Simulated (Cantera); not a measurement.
An isothermal, constant-pressure homogeneous reactor starts with CH4 : O2 : N2 = 0.0069 : 0.027 : 1 (molar parts), at 1500 K and 1.01 bar. Integrator tolerance rtol = 1e-08.

Model: GRI-Mech 3.0 (53 species, 325 reactions), integrated in Cantera.

```tsv
quantity	before	after
x(CH4) at 200 s	<1e-12 (gas-phase equilibrium <1e-12)	<1e-12 (gas-phase equilibrium <1e-12)
x(O2) at 200 s	0.0128 (gas-phase equilibrium 0.0126)	0.0171 (gas-phase equilibrium 0.0169)
x(CH2CO) at 200 s	<1e-12 (gas-phase equilibrium <1e-12)	<1e-12 (gas-phase equilibrium <1e-12)
x(N2O) at 200 s	2.29e-8 (gas-phase equilibrium 2.28e-8)	2.66e-8 (gas-phase equilibrium 2.65e-8)
x(NO) at 200 s	5.28e-6 (gas-phase equilibrium 0.000334)	4.30e-6 (gas-phase equilibrium 0.000386)
x(HO2) at 200 s	8.70e-9 (gas-phase equilibrium 8.62e-9)	8.94e-9 (gas-phase equilibrium 8.86e-9)
x(O) at 200 s	4.58e-7 (gas-phase equilibrium 4.55e-7)	5.29e-7 (gas-phase equilibrium 5.26e-7)
```

Problem. Name the change that produced these shifts.
A) pressure from 1.01 bar to 10.0 bar
B) pressure from 1.01 bar to 18.0 bar
C) CH4 0.0069 to 0.0047 parts
D) CH4 0.0069 to 0.016 parts

Solution. C, CH4 0.0069 to 0.0047 parts
